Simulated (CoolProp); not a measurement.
Oxygen along the isobar 0.796 MPa: fugacity coefficient from the reference equation and from simpler models built on Tc = -118.6 °C, pc = 5.046 MPa, ω = 0.022; each cubic takes its own stable root.

Model: reference Helmholtz-energy equation of state, Schmidt 1985, in CoolProp. Above 300 K oxygen's equation is extrapolated.

```json
[
 {"T (°C)": "-187.55", "phase": "liquid", "reference": "0.07716"},
 {"T (°C)": "-151.45", "phase": "gas", "reference": "0.8952"},
 {"T (°C)": "-115.25", "phase": "gas", "reference": "0.9511"},
 {"T (°C)": "-79.15", "phase": "gas", "reference": "0.9740"},
 {"T (°C)": "-42.95", "phase": "gas", "reference": "0.9853"},
 {"T (°C)": "-6.75", "phase": "gas", "reference": "0.9916"},
 {"T (°C)": "29.35", "phase": "gas", "reference": "0.9953"},
 {"T (°C)": "65.55", "phase": "gas", "reference": "0.9976"}
]
```

Question: How far does each simpler model (van der Waals, Redlich-Kwong, Soave-Redlich-Kwong, Peng-Robinson) lie from the reference over these 8 states: mean and median of the absolute difference, and the worst?

Answer: 
- van der Waals: mean 41.3 %, median 0.3 %, worst +326.8 % at -187.55 °C and 0.796 MPa
- Redlich-Kwong: mean 3.9 %, median 0.1 %, worst -30.4 % at -187.55 °C and 0.796 MPa
- Soave-Redlich-Kwong: mean 0.4 %, median 0.1 %, worst -2.8 % at -187.55 °C and 0.796 MPa
- Peng-Robinson: mean 0.5 %, median 0.5 %, worst +1.5 % at -187.55 °C and 0.796 MPa
